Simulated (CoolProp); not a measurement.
A simple Rankine cycle with water: condensing at 329.15 K, boiler at 5.6 MPa, turbine inlet 584.3 K, turbine efficiency 0.9, pump efficiency 0.7, no recuperator. Each further row changes one setting.

Computed with CoolProp (reference Helmholtz-energy equation of state, Wagner 2002).

```csv
case,thermal efficiency (%),net work (kJ/kg),heat in (kJ/kg),turbine exit temperature (K),volume ratio over the turbine
as stated,30.6,824,2700,329.1,176
turbine inlet 604.3 K,30.8,848,2760,329.1,___
condensing temperature 321.15 K,___,863,___,321.1,___
boiler pressure 3.92 MPa,___,805,2750,329.1,121
turbine efficiency 0.8,___,731,2700,329.1,185
```

Problem. Complete the blanks.

Solution. 
- turbine inlet 604.3 K, volume ratio over the turbine: 170
- condensing temperature 321.15 K, thermal efficiency (%): 31.6
- condensing temperature 321.15 K, heat in (kJ/kg): 2730
- condensing temperature 321.15 K, volume ratio over the turbine: 252
- boiler pressure 3.92 MPa, thermal efficiency (%): 29.2
- turbine efficiency 0.8, thermal efficiency (%): 27.1

The expansion ends wet for: as stated; turbine inlet 604.3 K; condensing temperature 321.15 K; boiler pressure 3.92 MPa; turbine efficiency 0.8.
